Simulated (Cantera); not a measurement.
A perfectly stirred reactor is fed with 39.7 % N2O, 59.6 % O2, 0.715 % N2, at 1280 Torr; it is held at 1200 K, and followed from long to short residence time.

Detailed kinetics in Cantera: GRI-Mech 3.0 (53 species, 325 reactions). GRI-Mech 3.0 was tuned for natural gas; its chemistry of N2O as a main component is partial and can be far from experiment. The mechanism lacks the step 2 NO + O2 → 2 NO2, which can matter for NO2 below about 1400 K. The temperature is held fixed by assumption; the heat of reaction is taken as removed at once.

x: mole fraction; the columns are a selection and need not sum to one.

| τ (s) | x N2O | x O2 | x NO2 | x NO | x O | x N2 |
|---|---|---|---|---|---|---|
| 3.0 | 0.115 | 0.636 | … | 0.0149 | 7.35e-7 | 0.234 |
| 0.98 | 0.208 | 0.621 | … | 0.0126 | 1.05e-6 | 0.158 |
| 0.33 | 0.297 | 0.609 | … | 0.00767 | 1.33e-6 | 0.0867 |
| 0.11 | 0.355 | 0.601 | … | 0.00349 | 1.52e-6 | 0.0407 |
| 0.036 | 0.382 | 0.598 | … | 0.00131 | 1.61e-6 | 0.0193 |
| 0.012 | 0.392 | 0.596 | … | 0.000459 | 1.64e-6 | 0.0113 |
| 0.0040 | 0.395 | 0.596 | … | 0.000156 | 1.65e-6 | 0.00856 |
| 0.0013 | 0.397 | 0.596 | … | 5.08e-5 | 1.65e-6 | 0.00761 |
| 0.00044 | 0.397 | 0.596 | … | 1.70e-5 | 1.63e-6 | 0.00730 |

Q: What belongs in the gaps?

A: 
- 3.0, x NO2: 0.000291
- 0.98, x NO2: 0.000242
- 0.33, x NO2: 0.000144
- 0.11, x NO2: 6.25e-5
- 0.036, x NO2: 2.05e-5
- 0.012, x NO2: 5.25e-6
- 0.0040, x NO2: 9.86e-7
- 0.0013, x NO2: 1.34e-7
- 0.00044, x NO2: 1.65e-8
